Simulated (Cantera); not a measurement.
Thermodynamics of iron carbonyl, mercury and lead vapours, feed Pb + N₂ + CO

Feed: 1 mol Pb, 13 mol N₂, 2.3 mol CO, at 700 °C and 750 Torr.

Method: chemical equilibrium by Gibbs-energy minimisation in Cantera with the NASA 1993 tables (ideal gas, pure condensed phases). Candidate condensed phases: C, Pb, PbO, PbO₂, Pb₃O₄; 27 gas species. Rates play no part.

```
Item                                    Value
----------------------------------  ---------
x(N₂)                                   0.862
x(CO)                                   0.122
x(CO₂)                                 0.0150
x(Pb)                                 8.75e-6
n(C(graphite))                      0.227 mol
n(Pb(l))                            1.000 mol
gas amount                          15.07 mol
log10 activity of PbO₂(s) (absent)     -18.59
```
